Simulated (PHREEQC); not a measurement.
Solution (78 °C): 0.005 mol/kgw (NH4)2CO3. Closed to the air; pH follows from the charge balance.

Equilibrium calculation in PHREEQC: ion-association model, wateq4f.dat.

Task: The ionic strength comes out as 0.00498 mol/kgw. What activity coefficients do CO3-2, HCO3-, NH4+, OH- get?

Result: CO3-2 0.72, HCO3- 0.92, NH4+ 0.92, OH- 0.92.

This is a speciation only: nothing precipitates in the calculation. Constants without temperature data keep their 25 °C values here.
